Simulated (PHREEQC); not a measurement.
2.6 g of hydrous ferric oxide (600 m²/g; 0.2 weak and 0.005 strong sites per Fe, Dzombak-Morel constants, diffuse double layer) in 1 kg of water with 0.005 mol/kgw of an inert sodium salt, at 25 °C; the pH is set by adding NaOH or the inert anion's acid. O2 is buffered at 0.21 atm. CO2 from the air is kept out. No solid was allowed to form.

Model: ion-association model, wateq4f.dat, run in PHREEQC.

```csv
pH,surface charge σ (C/m²),surface potential ψ (mV)
4,0.195,190
4.5,0.139,?
5,0.095,157
5.5,0.062,136
6,0.038,113
6.5,0.023,88
7,0.013,?
7.5,0.006,?
8,0.001,6
8.5,-0.004,-22
9,?,-50
9.5,-0.018,?
10,?,?
10.5,-0.052,-126
11,-0.084,-147
11.5,-0.136,-163
12,-0.220,-171
```

Problem. Some entries are withheld; supply them.

Solution. 
- 4.5, surface potential ψ (mV): 175
- 7, surface potential ψ (mV): 62
- 7.5, surface potential ψ (mV): 34
- 9, surface charge σ (C/m²): -0.009
- 9.5, surface potential ψ (mV): -77
- 10, surface charge σ (C/m²): -0.031
- 10, surface potential ψ (mV): -103
